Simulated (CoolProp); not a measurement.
Octamethylcyclotetrasiloxane (D4) along the isobar 1.01 bar: Z from the reference equation and from simpler models built on Tc = 313.4 °C, pc = 13.47 bar, ω = 0.598; each cubic takes its own stable root.

The numbers come from the reference Helmholtz-energy equation of state, Thol 2015 in CoolProp.

| T (°C) | phase | reference |
|---|---|---|
| 87.55 | liquid | 0.01137 |
| 106.55 | liquid | 0.01109 |
| 125.55 | liquid | 0.01086 |
| 144.55 | liquid | 0.01068 |
| 163.55 | liquid | 0.01055 |
| 182.55 | gas | 0.9278 |
| 201.55 | gas | 0.9386 |
| 220.55 | gas | 0.9474 |
| 239.55 | gas | 0.9546 |
| 258.55 | gas | 0.9606 |
| 277.55 | gas | 0.9656 |
| 296.55 | gas | 0.9699 |
| 315.55 | gas | 0.9735 |

**Question.** How far does each simpler model (Redlich-Kwong, Soave-Redlich-Kwong) lie from the reference over these 13 states: mean and median of the absolute difference, and the worst?

**Answer.** 
- Redlich-Kwong: mean 1344.1 %, median 1.4 %, worst +8797.6 % at 163.55 °C and 1.01 bar
- Soave-Redlich-Kwong: mean 4.1 %, median 0.4 %, worst +11.0 % at 87.55 °C and 1.01 bar

At some of these states Redlich-Kwong gives the other phase, because its saturation line lies elsewhere.
